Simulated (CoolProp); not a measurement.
n-perfluoropentane along the isobar 2.82 MPa: Z from the reference equation and from simpler models built on Tc = 147.9 °C, pc = 2.063 MPa, ω = 0.436; each cubic takes its own stable root.

Model: reference Helmholtz-energy equation of state, Gao 2022, in CoolProp.

```csv
T (°C),phase,reference,van der Waals,Redlich-Kwong,Peng-Robinson
87.35,liquid,0.1941,0.3058,0.2250,0.1871
107.25,liquid,0.1969,0.3065,0.2311,0.1935
127.15,liquid,0.2050,0.3124,(withheld),(withheld)
147.15,liquid,(withheld),(withheld),0.2717,0.2444
167.05,supercritical,0.3667,0.3655,0.3503,0.3878
186.95,supercritical,0.5742,0.4729,0.5166,0.5666
206.95,supercritical,0.6757,0.5876,(withheld),0.6646
226.85,supercritical,0.7418,0.6588,0.6864,0.7309
```

Question: What belongs in the gaps?

Answer: 
- 127.15, Redlich-Kwong: 0.2441
- 127.15, Peng-Robinson: 0.2082
- 147.15, reference: 0.2272
- 147.15, van der Waals: 0.3277
- 206.95, Redlich-Kwong: 0.6198
